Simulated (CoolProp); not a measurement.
Vapour-liquid equilibrium of toluene (1) + n-decane (2) at 83.45 °C; x and y are mole fractions of (1).

The numbers come from the multi-fluid Helmholtz-energy mixture model, Lemmon 2006 and Lemmon 2006; pair parameters Bell 2016 in CoolProp.

```json
[
 {"x": "0.05", "bubble pressure (MPa)": "0.006872", "y at the bubble point": "0.340", "dew pressure at overall composition x (MPa)": "0.004988", "liquid density (mol/L)": "4.902"},
 {"x": "0.2", "bubble pressure (MPa)": "0.01358", "y at the bubble point": "0.718", "dew pressure at overall composition x (MPa)": "0.005812", "liquid density (mol/L)": "5.288"},
 {"x": "0.35", "bubble pressure (MPa)": "0.02013", "y at the bubble point": "0.844", "dew pressure at overall composition x (MPa)": "0.006963", "liquid density (mol/L)": "5.729"},
 {"x": "0.5", "bubble pressure (MPa)": "0.02609", "y at the bubble point": "0.904", "dew pressure at overall composition x (MPa)": "0.008685", "liquid density (mol/L)": "6.240"},
 {"x": "0.65", "bubble pressure (MPa)": "0.03148", "y at the bubble point": "0.941", "dew pressure at overall composition x (MPa)": "0.01155", "liquid density (mol/L)": "6.839"},
 {"x": "0.8", "bubble pressure (MPa)": "0.03661", "y at the bubble point": "0.968", "dew pressure at overall composition x (MPa)": "0.01725", "liquid density (mol/L)": "7.554"},
 {"x": "0.95", "bubble pressure (MPa)": "0.04187", "y at the bubble point": "0.992", "dew pressure at overall composition x (MPa)": "0.03303", "liquid density (mol/L)": "8.421"}
]
```

No azeotrope shows between x = 0.05 and 0.95.

Pair parameters are fitted to limited data, so mixtures are less certain than the pure fluids.
